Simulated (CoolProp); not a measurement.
Vapour-liquid equilibrium of n-heptane (1) + p-xylene (2) at 466.7 K; x and y are mole fractions of (1).

Values from CoolProp's multi-fluid Helmholtz-energy mixture model, Span 2003 and Zhou 2012; pair parameters Bell 2016.

```json
[
 {"x": "0.05", "bubble pressure (MPa)": "0.3953", "y at the bubble point": "0.116", "dew pressure at overall composition x (MPa)": "0.3767", "liquid density (mol/L)": "6.459"},
 {"x": "0.2", "bubble pressure (MPa)": "0.4832", "y at the bubble point": "0.367", "dew pressure at overall composition x (MPa)": "0.4215", "liquid density (mol/L)": "6.220"},
 {"x": "0.35", "bubble pressure (MPa)": "0.5629", "y at the bubble point": "0.538", "dew pressure at overall composition x (MPa)": "0.4762", "liquid density (mol/L)": "5.989"},
 {"x": "0.5", "bubble pressure (MPa)": "0.6376", "y at the bubble point": "___", "dew pressure at overall composition x (MPa)": "___", "liquid density (mol/L)": "5.763"},
 {"x": "0.65", "bubble pressure (MPa)": "0.7094", "y at the bubble point": "0.779", "dew pressure at overall composition x (MPa)": "0.6259", "liquid density (mol/L)": "5.543"},
 {"x": "0.8", "bubble pressure (MPa)": "___", "y at the bubble point": "0.877", "dew pressure at overall composition x (MPa)": "0.7241", "liquid density (mol/L)": "5.328"},
 {"x": "0.95", "bubble pressure (MPa)": "0.8520", "y at the bubble point": "0.970", "dew pressure at overall composition x (MPa)": "0.8364", "liquid density (mol/L)": "5.117"}
]
```

Question: Complete the blanks.

Answer: 
- 0.5, y at the bubble point: 0.669
- 0.5, dew pressure at overall composition x (MPa): 0.5436
- 0.8, bubble pressure (MPa): 0.7804

No azeotrope shows between x = 0.05 and 0.95.

The pair parameters rest on a limited set of measurements; away from them the model extrapolates.
